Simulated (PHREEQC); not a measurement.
Solution (60 °C): 0.041 mol/kgw NaH2PO4, 0.17 mol/kgw NaOH and 3.4e-05 mol/kgw KCl. Closed to the air; pH follows from the charge balance.

Computed with PHREEQC (ion-association model, phreeqc.dat).

Each row changes one thing in this solution. No solid was allowed to form.

| case | pH | ionic strength (mol/kgw) | PO4-3 (mol/kgw) | HPO4-2 (mol/kgw) | NaHPO4- (mol/kgw) | KHPO4- (mol/kgw) | SI of Halite (NaCl) | SI of Sylvite (KCl) |
|---|---|---|---|---|---|---|---|---|
| as made | 11.81 | 0.318 | 0.0334 | 0.00692 | 0.000667 | 9.97e-8 | -7.07 | -10.35 |
| temperature from 60 to 85 °C | 11.31 | 0.306 | 0.0282 | 0.0118 | 0.00106 | 1.59e-7 | -7.10 | -10.46 |
| NaH2PO4 from 0.041 to 0.41 mol/kgw | 6.32 | 0.694 | 3.78e-6 | 0.142 | 0.0281 | 1.43e-6 | -6.69 | -10.45 |
| NaH2PO4 from 0.041 to 0.0369 mol/kgw | 11.85 | 0.303 | 0.0303 | 0.00599 | 0.000575 | 8.79e-8 | -7.07 | -10.35 |
| NaOH from 0.17 to 1.7 mol/kgw | 12.96 | 1.86 | 0.0407 | 0.000180 | 9.68e-5 | 1.33e-9 | -6.18 | -10.50 |
| KCl from 3.4e-05 to 3.74e-05 mol/kgw | 11.81 | 0.318 | 0.0334 | 0.00692 | 0.000667 | 1.10e-7 | -7.02 | -10.27 |
| NaOH from 0.17 to 0.187 mol/kgw | 11.88 | 0.337 | 0.0345 | 0.00593 | 0.000605 | 8.34e-8 | -7.04 | -10.36 |

The ionic strength passes 0.7 mol/kgw, the rough limit of the ion-association models, in NaOH from 0.17 to 1.7 mol/kgw. Away from 25 °C the constants follow the database's enthalpies or fits; those with neither stay at their 25 °C values.
